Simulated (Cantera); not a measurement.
A Cantera script and what it prints.

```python
import numpy as np
import cantera as ct

gas_names = """
    H HO2 H2 H2O H2O2 O OH O2 O3 Ta TaO TaO2
""".split()
cond_names = """
    H2O(s) H2O(L) Ta(cr) Ta(L) Ta2O5(s) Ta2O5(L)
""".split()


# ... load() reads the species with a 1 bar reference pressure and builds the phases ...
atoms = {
    'Ta': {'Ta': 1},
    'H2O': {'H': 2, 'O': 1},
}
top_T = {}  # K; cautious upper limits of use, not melting points


# ... equilibrate(T, P, feed) seeds the gas with the atoms and calls Mixture.equilibrate('TP', solver="vcs", rtol=1e-11, max_steps=5000) ...
results = []
feed = {'Ta': 1, 'H2O': 0.74}  # mol
P = 860  # Pa
for T in [800, 1000, 1200, 1400, 1600, 1800, 2000, 2200, 2400, 2600, 2800]:
    mix = equilibrate(T, P, feed)
    results.append((T, P, feed, dict(zip(mix.species_names, mix.species_moles))))
    x = sorted(zip(gas.X, gas.species_names), reverse=True)
    print(f"T = {T:g} K  P = {P:g} Pa  gas = {mix.phase_moles(0):.4g} mol")
    print("   x: " + "  ".join(f"{s} {v:.3e}" for v, s in x if v > 1e-06))
    print("   condensed (mol): " + ("  ".join(f"{mix.phase(i).name} {mix.phase_moles(i):.4g}"
          for i in range(1, mix.n_phases) if mix.phase_moles(i) > 1e-12) or "none"))
```

It prints:

```
T = 800 K  P = 860 Pa  gas = 0.74 mol
   x: H2 1.000e+00
   condensed (mol): Ta(cr) 0.704  Ta2O5(s) 0.148
T = 1000 K  P = 860 Pa  gas = 0.74 mol
   x: H2 1.000e+00
   condensed (mol): Ta(cr) 0.704  Ta2O5(s) 0.148
T = 1200 K  P = 860 Pa  gas = 0.74 mol
   x: H2 1.000e+00  H2O 4.409e-06  H 2.128e-06
   condensed (mol): Ta(cr) 0.704  Ta2O5(s) 0.148
T = 1400 K  P = 860 Pa  gas = 0.74 mol
   x: H2 9.999e-01  H 5.245e-05  H2O 3.951e-05
   condensed (mol): Ta(cr) 0.704  Ta2O5(s) 0.148
T = 1600 K  P = 860 Pa  gas = 0.7402 mol
   x: H2 9.992e-01  H 5.860e-04  H2O 1.992e-04
   condensed (mol): Ta(cr) 0.7041  Ta2O5(s) 0.148
T = 1800 K  P = 860 Pa  gas = 0.7414 mol
   x: H2 9.955e-01  H 3.852e-03  H2O 6.855e-04  TaO2 2.515e-06
   condensed (mol): Ta(cr) 0.7042  Ta2O5(s) 0.1479
T = 2000 K  P = 860 Pa  gas = 0.7466 mol
   x: H2 9.807e-01  H 1.737e-02  H2O 1.795e-03  TaO2 1.223e-04  TaO 2.340e-05  OH 3.175e-06
   condensed (mol): Ta(cr) 0.7045  Ta2O5(s) 0.1477
T = 2200 K  P = 860 Pa  gas = 0.7646 mol
   x: H2 9.350e-01  H 5.872e-02  H2O 3.435e-03  TaO2 2.364e-03  TaO 4.914e-04  OH 3.010e-05  O 1.318e-06
   condensed (mol): Ta(cr) 0.7045  Ta2O5(L) 0.1467
T = 2400 K  P = 860 Pa  gas = 0.8298 mol
   x: H2 8.095e-01  H 1.543e-01  TaO2 2.502e-02  TaO 5.874e-03  H2O 5.057e-03  OH 1.772e-04  O 2.262e-05
   condensed (mol): Ta(cr) 0.6987  Ta2O5(L) 0.1378
T = 2600 K  P = 860 Pa  gas = 1.173 mol
   x: H2 4.822e-01  H 2.874e-01  TaO2 1.778e-01  TaO 4.702e-02  H2O 4.660e-03  OH 6.427e-04  O 2.479e-04
   condensed (mol): Ta(cr) 0.6318  Ta2O5(L) 0.05223
T = 2800 K  P = 860 Pa  gas = 1.546 mol
   x: H 4.448e-01  H2 2.542e-01  TaO2 1.775e-01  TaO 1.204e-01  H2O 1.547e-03  O 8.371e-04  OH 7.610e-04  Ta 6.870e-06  O2 2.044e-06
   condensed (mol): Ta(cr) 0.5393
```

Equilibrium computed with Cantera from the NASA thermochemical tables; the gas is ideal and each condensed phase is pure. Mutual solubility and eutectic melting of coexisting phases are not modelled. Condensed phases not in the tables: N, O or C dissolved in the metal.
